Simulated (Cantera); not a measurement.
Input: 1 mol borazine, 8.8 mol O2, 0.31 mol N2, 0.03 mol H2O, at 1.33 mbar.

Method: chemical equilibrium by Gibbs-energy minimisation in Cantera with the NASA 1993 tables (ideal gas, pure condensed phases). Candidate condensed phases: B, BN, B2O3, B3O3H3, H2O; 39 gas species. The feed counts by its element totals alone. Gases not in the tables: H3BO3. The numbers say what is thermodynamically allowed, not how fast it happens.

Question: Which condensed phases are stable at each of these points (T (K)): 1225, 1375, 1525, 1675, 1825, 1975, 2125, 2275?

Answer: 
```
T (K)  condensed phases  B condensed (%)
-----  ----------------  ---------------
1225            B2O3(l)             94.1
1375            B2O3(l)             65.6
1525           gas only              0.0
1675           gas only              0.0
1825           gas only              0.0
1975           gas only              0.0
2125           gas only              0.0
2275           gas only              0.0
```

From 1225 K to 1375 K the condensed part is B2O3(l). From 1525 K to 2275 K nothing is condensed.
